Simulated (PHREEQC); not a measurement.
Solution (88 °C): 0.0048 mol/kgw NaHCO3, 0.00062 mol/kgw Na2CO3 and 0.25 mol/kgw KCl. Closed to the air; pH follows from the charge balance.

Model: ion-association model, wateq4f.dat, run in PHREEQC.

```json
[
 {"quantity": "pH", "before": "8.52", "after": "8.35"},
 {"quantity": "CO3-2 (mol/kgw)", "before": "0.000345", "after": "3.23e-5"},
 {"quantity": "NaCO3- (mol/kgw)", "before": "0.000127", "after": "4.19e-6"},
 {"quantity": "CO2 (mol/kgw)", "before": "2.33e-5", "after": "8.76e-6"},
 {"quantity": "SI of Nahcolite (NaHCO3)", "before": "-4.77", "after": "-6.02"},
 {"quantity": "SI of Halite (NaCl)", "before": "-4.87", "after": "-6.12"}
]
```

Which change was made?
A. temperature from 88 to 80 °C
B. diluted 5-fold with water
C. diluted 2-fold with water
D. NaHCO3 from 0.0048 to 0.048 mol/kgw
E. 0.0034 mol/kgw HBr added

B, diluted 5-fold with water

This is a speciation only: nothing precipitates in the calculation. Away from 25 °C the constants follow the database's enthalpies or fits; those with neither stay at their 25 °C values.
